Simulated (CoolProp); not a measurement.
The fluid at 298.15 K and 0.00967 MPa (gas) is heated at constant pressure to 494.7 K. The same conditions are run with several fluids, on thermodynamics alone (safety and materials aside).

Computed with CoolProp (reference Helmholtz-energy equation of state of each fluid (tetrahydrofuran: Fiedler 2023; R152A: Outcalt 1996; R141b: Lemmon 2006; carbon monoxide: Lemmon 2006)).

### Question
Rank tetrahydrofuran, R152A, R141b, carbon monoxide by heat (kJ/kg), highest first.

### Answer
tetrahydrofuran (287), R152A (245), carbon monoxide (206), R141b (174)

| fluid | final density (kg/m³) |
|---|---|
| tetrahydrofuran | 0.170 |
| R152A | 0.155 |
| R141b | 0.275 |
| carbon monoxide | 0.0658 |
